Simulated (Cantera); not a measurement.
Equilibrium for chemical vapour transport: Al + Cl₂ + O₂

Input: 1 mol Al, 1.5 mol Cl₂, 0.11 mol O₂, held at 1375 K.

These are equilibrium values from Cantera (NASA tables, ideal gas, pure condensed phases), not measurements of a reactor. Candidate condensed phases: Al, AlCl₃, Al₂O₃; 17 gas species. Rates play no part.

```
P (Pa)   log p AlCl₃  log p Cl₂  log p Cl  log p Al₂Cl₆  n Al₂O₃(s)
-------  -----------  ---------  --------  ------------  ----------
1000           -2.12      -2.82     -3.04         -6.84      0.0733
2400           -1.73      -2.40     -2.83         -6.07      0.0733
5600           -1.36      -2.00     -2.63         -5.32      0.0733
13000          -0.99      -1.61     -2.44         -4.59      0.0733
32000          -0.60      -1.21     -2.23         -3.80      0.0733
75000          -0.23      -0.83     -2.05         -3.06      0.0733
180000          0.15      -0.44     -1.85         -2.30      0.0733
420000          0.52      -0.07     -1.67         -1.57      0.0733
1000000         0.89       0.31     -1.47         -0.82      0.0733
```
log p: log10 of the partial pressure in bar; n: condensed amount in mol.

From 10.0 mbar to 10.0 bar the condensed part is Al₂O₃(s). The main Al-bearing gas is AlCl₃ throughout.
